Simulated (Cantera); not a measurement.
Input (Python, Cantera):

```python
import numpy as np
import cantera as ct

gas = ct.Solution("gri30.yaml")
gas.TPX = 500, 150000, {'C3H8': 1, 'O2': 5.38, 'N2': 20.2}
inlet = ct.Reservoir(gas, clone=True)
gas.equilibrate("HP")  # start burning
reactor = ct.IdealGasConstPressureReactor(gas, energy="on", clone=False)
exhaust = ct.Reservoir(gas, clone=True)
tau = [0.14, 0.058, 0.023, 0.0094, 0.0038, 0.0015, 0.00062, 0.00025, 0.0001, 4.1e-05, 1.7e-05, 6.7e-06][0]
for a, b in ((inlet, reactor), (reactor, exhaust)):
    ct.MassFlowController(a, b, mdot=lambda t: reactor.mass / tau)
net = ct.ReactorNet([reactor])
show = ['C3H8', 'O2', 'H', 'HO2', 'H2', 'CH3', 'NO2']

rows = []
print(f"{'tau/s':>10s}{'T/K':>9s}" + "".join(f"{s:>11s}" for s in show))
for tau in [0.14, 0.058, 0.023, 0.0094, 0.0038, 0.0015, 0.00062, 0.00025, 0.0001, 4.1e-05, 1.7e-05, 6.7e-06]:
    net.initial_time = 0.0
    net.advance(30 * tau)
    before = gas.X
    net.advance(40 * tau)
    drift = np.max(np.abs(gas.X - before) / (gas.X + 1e-9))
    rows.append([gas.T, *gas[show].X, drift])
    print(f"{tau:10.3e}{gas.T:9.1f}" + "".join(f"{x:11.3e}" for x in gas[show].X))
```

Output:

```
     tau/s      T/K       C3H8         O2          H        HO2         H2        CH3        NO2
 1.400e-01   2321.9  6.940e-08  1.655e-02  4.679e-04  1.734e-06  2.296e-03  3.030e-07  1.119e-06
 5.800e-02   2316.7  1.627e-07  1.725e-02  5.285e-04  1.825e-06  2.453e-03  6.796e-07  8.340e-07
 2.300e-02   2303.1  3.884e-07  1.834e-02  6.743e-04  2.000e-06  2.815e-03  1.493e-06  5.389e-07
 9.400e-03   2276.9  8.673e-07  1.989e-02  9.810e-04  2.344e-06  3.480e-03  2.975e-06  3.161e-07
 3.800e-03   2234.9  1.871e-06  2.202e-02  1.582e-03  3.057e-06  4.532e-03  5.698e-06  1.665e-07
 1.500e-03   2177.3  3.997e-06  2.467e-02  2.626e-03  4.435e-06  5.947e-03  1.111e-05  8.216e-08
 6.200e-04   2112.5  8.263e-06  2.755e-02  4.060e-03  6.635e-06  7.465e-03  2.166e-05  4.358e-08
 2.500e-04   2038.7  1.828e-05  3.105e-02  5.812e-03  1.031e-05  9.013e-03  4.534e-05  2.444e-08
 1.000e-04   1954.7  4.594e-05  3.620e-02  7.218e-03  1.751e-05  1.041e-02  1.051e-04  1.422e-08
 4.100e-05   1826.1  1.676e-04  4.824e-02  6.444e-03  4.487e-05  1.230e-02  3.216e-04  7.869e-09
 1.700e-05    500.0  3.762e-02  2.024e-01 -5.559e-29 -5.794e-18 -7.641e-16 -2.937e-18 -5.036e-20
 6.700e-06    500.0  3.762e-02  2.024e-01  4.234e-33  3.147e-21  9.220e-20  3.543e-22  6.077e-24
```

Model: GRI-Mech 3.0 (53 species, 325 reactions), integrated in Cantera. GRI-Mech 3.0 was tuned for natural gas; its chemistry of propane as a main component is partial and can be far from experiment.
